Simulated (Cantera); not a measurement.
What does this Cantera script print?

```python
import numpy as np
import cantera as ct

gas_names = """
    B BN BO BO2 B2 B2O B2O2 B2O3 N NO NO2 NO3 N2 N2O O O2 O3
""".split()
cond_names = """
    B(b) B(L) BN(s) B2O3(L)
""".split()


# ... load() reads the species with a 1 bar reference pressure and builds the phases ...
atoms = {
    'B': {'B': 1},
    'O2': {'O': 2},
    'N2': {'N': 2},
}
top_T = {'BN(s)': 3200}  # K; cautious upper limits of use, not melting points


# ... equilibrate(T, P, feed) seeds the gas with the atoms and calls Mixture.equilibrate('TP', solver="vcs", rtol=1e-11, max_steps=5000) ...
results = []
feed = {'B': 1, 'O2': 4.8, 'N2': 5}  # mol
T = 1748  # K
P = 100000  # Pa
mix = equilibrate(T, P, feed)
results.append((T, P, feed, dict(zip(mix.species_names, mix.species_moles))))
print(gas.report(threshold=1e-05))
for i in range(1, mix.n_phases):
    print(f"{mix.phase(i).name:16s} {mix.phase_moles(i):12.5e} mol")
```

Result:

```
       temperature   1748 K
          pressure   1e+05 Pa
           density   0.20549 kg/m^3
  mean mol. weight   29.866 kg/kmol
   phase of matter   gas

                          1 kg             1 kmol
                     ---------------   ---------------
          enthalpy        1.5853e+06        4.7345e+07  J
   internal energy        1.0986e+06        3.2812e+07  J
           entropy            8739.5        2.6101e+05  J/K
    Gibbs function       -1.3691e+07        -4.089e+08  J
 heat capacity c_p            1217.6             36363  J/K
 heat capacity c_v            939.16             28049  J/K

                      mass frac. Y      mole frac. X     chem. pot. / RT
                     ---------------   ---------------   ---------------
               BO2         0.0005195        0.00036244           -61.014
              B2O3         0.0037896         0.0016257           -107.48
                NO         0.0042285         0.0042087             -28.1
               NO2        2.6599e-05        1.7268e-05           -42.652
                N2           0.51526           0.54932           -27.094
                 O        2.6185e-05         4.888e-05           -14.552
                O2           0.47615           0.44442           -29.105
     [  +10 minor]        3.1699e-07        2.1843e-07

B(b)              0.00000e+00 mol
BN(s)             0.00000e+00 mol
B2O3(L)           4.83616e-01 mol
```

These are equilibrium values from Cantera (NASA tables, ideal gas, pure condensed phases), not measurements of a reactor.
